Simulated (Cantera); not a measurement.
# Adiabatic ignition

An adiabatic, constant-pressure homogeneous reactor starts with CO : H2 : CH4 : O2 : N2 : CO2 = 1 : 0.038 : 0.3 : 2.73 : 10.3 : 0.52 (molar parts), equivalence ratio 0.41, at 1248 K and 5.00 bar.

Model: GRI-Mech 3.0 (53 species, 325 reactions), integrated in Cantera.

```tsv
t (s)	T (K)	x CO	x H2	x CH4	x H2O	x H2O2	x H
1.00e-6	1248	0.0672	0.00255	0.0202	1.70e-9	1.48e-12	4.40e-10
2.85e-6	1248	0.0672	0.00255	0.0202	1.26e-8	1.34e-11	9.39e-10
8.09e-6	1248	0.0672	0.00255	0.0202	5.94e-8	1.16e-10	1.39e-9
2.30e-5	1248	0.0672	0.00255	0.0202	2.60e-7	8.44e-10	2.59e-9
6.55e-5	1248	0.0672	0.00255	0.0201	1.55e-6	5.11e-9	7.99e-9
0.000186	1248	0.0672	0.00255	0.0201	2.06e-5	4.82e-8	6.29e-8
0.000530	1255	0.0669	0.00252	0.0193	0.000728	1.93e-6	1.04e-6
0.00151	2178	0.000874	5.80e-5	<1e-12	0.0434	1.04e-7	1.70e-5
0.00429	2178	0.000871	5.79e-5	<1e-12	0.0434	1.04e-7	1.70e-5
0.0122	2177	0.000867	5.77e-5	<1e-12	0.0434	1.03e-7	1.69e-5
0.0347	2175	0.000857	5.71e-5	<1e-12	0.0434	1.03e-7	1.66e-5
0.0988	2170	0.000834	5.57e-5	<1e-12	0.0435	1.01e-7	1.60e-5
0.281	2164	0.000803	5.39e-5	<1e-12	0.0435	9.84e-8	1.51e-5
0.800	2161	0.000791	5.32e-5	<1e-12	0.0435	9.75e-8	1.48e-5
```
x: mole fraction; the columns are a selection and need not sum to one.

```json
{
  "time_of_steepest_temperature_rise": "0.768 ms",
  "temperature at 0.800 s": "2161 K",
  "equilibrium_temperature": "2161 K",
  "x(CO) at 0.800 s": "0.000791 (gas-phase equilibrium 0.000791)",
  "x(H2) at 0.800 s": "5.32e-5 (gas-phase equilibrium 5.32e-5)",
  "x(CH4) at 0.800 s": "<1e-12 (gas-phase equilibrium <1e-12)"
}
```
